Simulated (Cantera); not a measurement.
## Premixed flame

A freely propagating, adiabatic, planar premixed flame of H2 : O2 : N2 = 1 : 0.227 : 0.855 (molar parts), equivalence ratio 2.2, unburnt at 450 K and 8.29 atm; multicomponent transport, grid criteria slope 0.08 and curve 0.16, no radiation.

Model: the H2/O2 subset of GRI-Mech 3.0, which has no nitrogen chemistry, integrated in Cantera. The hydrogen kinetics of GRI-Mech 3.0 are dated; newer H2 mechanisms differ, most at raised pressure. Burning velocities carry a grid error of a few per cent, more on coarse grids.

| z (mm) | T (K) | u (m/s) | x H2 | x O2 | x H2O2 | x OH | x O | x H2O |
|---|---|---|---|---|---|---|---|---|
| -0.0861 | 450 | 4.64 | 0.480 | 0.109 | <1e-8 | <1e-8 | <1e-8 | 3.12e-8 |
| -0.0574 | 450 | 4.64 | 0.480 | 0.109 | <1e-8 | <1e-8 | <1e-8 | 4.14e-7 |
| -0.0430 | 451 | 4.65 | 0.480 | 0.109 | 1.59e-8 | <1e-8 | <1e-8 | 2.75e-6 |
| -0.0287 | 456 | 4.69 | 0.479 | 0.109 | 4.48e-7 | <1e-8 | 9.79e-8 | 5.89e-5 |
| -0.0143 | 572 | 5.75 | 0.462 | 0.110 | 4.91e-5 | 4.62e-5 | 1.00e-5 | 0.00532 |
| -0.00717 | 910 | 8.87 | 0.425 | 0.0982 | 0.000113 | 0.000690 | 0.000170 | 0.0382 |
| 0 | 1306 | 12.4 | 0.371 | 0.0707 | 4.43e-5 | 0.00120 | 0.000777 | 0.100 |
| 0.00717 | 1582 | 14.9 | 0.320 | 0.0382 | 6.29e-6 | 0.00191 | 0.00115 | 0.165 |
| 0.0143 | 1736 | 16.3 | 0.290 | 0.0168 | 2.47e-6 | 0.00225 | 0.000842 | 0.206 |
| 0.0287 | 1866 | 17.4 | 0.274 | 0.00297 | 9.03e-7 | 0.00226 | 0.000319 | 0.234 |
| 0.0574 | 1956 | 18.2 | 0.277 | 0.000213 | 3.02e-7 | 0.00193 | 0.000130 | 0.240 |
| 0.115 | 2025 | 18.7 | 0.282 | 2.58e-5 | 1.28e-7 | 0.00138 | 5.53e-5 | 0.242 |
| 0.229 | 2072 | 19.1 | 0.286 | 8.24e-6 | 5.23e-8 | 0.000865 | 1.95e-5 | 0.244 |
x: mole fraction of selected species; z is measured from the peak of heat release.

| Item | Result |
|---|---|
| laminar burning velocity | 464 cm/s |
| thermal thickness | 0.0287 mm |
| peak x(H2O2) | 0.000114 |
| peak x(OH) | 0.00230 |
| peak x(O) | 0.00115 |
| grid points | 115 |
